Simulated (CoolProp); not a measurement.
Saturation properties of oxygen.

The numbers come from the reference Helmholtz-energy equation of state, Schmidt 1985 in CoolProp.

```
T (°C)    p (MPa)  liquid density (kg/m³)  vapour density (kg/m³)  liquid cp (kJ/(kg K))  liquid viscosity (µPa s)  liquid conductivity (mW/(m K))
-------  --------  ----------------------  ----------------------  ---------------------  ------------------------  ------------------------------
-201.95  0.007758                    1231                  0.4214                  1.678                       355                             178
-195.55   0.02152                    1202                   1.078                  1.680                       282                             169
-189.05   0.05100                    1171                   2.380                  1.686                       231                             160
-182.65    0.1047                    1140                   4.603                  1.700                       193                             150
-176.15    0.1958                    1107                   8.194                  1.723                       164                             141
-169.75    0.3346                    1073                   13.48                  1.757                       141                             132
-163.25    0.5397                    1036                   21.14                  1.806                       122                             122
-156.85    0.8194                   997.6                   31.61                  1.874                       106                             113
-150.35     1.198                   955.1                   46.10                  1.976                      91.5                             103
```

It boils at -183.0 °C under 1 atm.

Viscosity comes from a separate model (Lemmon 2004). Thermal conductivity comes from a separate model (Lemmon 2004).
